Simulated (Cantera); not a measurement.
Feed: 1 mol B2O3, 2.1 mol F2, held at 1102 °C and 14000 Pa.

Equilibrium computed with Cantera from the NASA thermochemical tables; the gas is ideal and each condensed phase is pure. The numbers say what is thermodynamically allowed, not how fast it happens.

```
species         before     after
------------  --------  --------
BF3              0.461     0.360
O2               0.411     0.344
BOF             0.0620     0.294
B3O3F3          0.0664   2.46e-5
F              8.61e-8  0.000119
BF2            1.00e-8   1.24e-5
O              1.09e-6  0.000371
BO2            3.50e-6  0.000136
BOF2          0.000323   0.00130
B2O3           9.39e-6   2.80e-5
B2O3(l), mol    0.0774         0
```
Gas species are given as mole fractions.

Task: What was changed between the two runs?
A) temperature from 1102 °C to 1050 °C
B) pressure from 14000 Pa to 210 Pa
C) temperature from 1102 °C to 1600 °C
D) temperature from 1102 °C to 827 °C

Result: C, temperature from 1102 °C to 1600 °C. The tables' values for BF2 are old estimates; treat these amounts as uncertain
